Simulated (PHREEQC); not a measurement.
Synthetic water in mg/L, 20 °C, pH 3.09, pe 11.2:

```tsv
constituent	mg/L
Na	198
K	214
Ca	345
Mg	183
Cl	483
S(6) as SO4	1850
Br	32.7
Fe(3)	161
Mn(2)	0.326
F	5.7
Zn	2.26
Ni	13.6
```

Valence states are taken as typed.

Computed with PHREEQC (ion-association model, wateq4f.dat).

Q: The ionic strength comes out as 0.0639 mol/kgw. What activity coefficients do FeF+2, Fe+3, FeOH+2, CaHSO4+, NiCl+ get?

A: FeF+2 0.43, Fe+3 0.22, FeOH+2 0.43, CaHSO4+ 0.81, NiCl+ 0.81.

No solid was allowed to form. Examples of supersaturated solids here: Jarosite-K, Jarosite-Na. Others may be too. Species that the database lacks are ignored. Fluoro complexes past AlF4- and FeF3 are missing from the database.
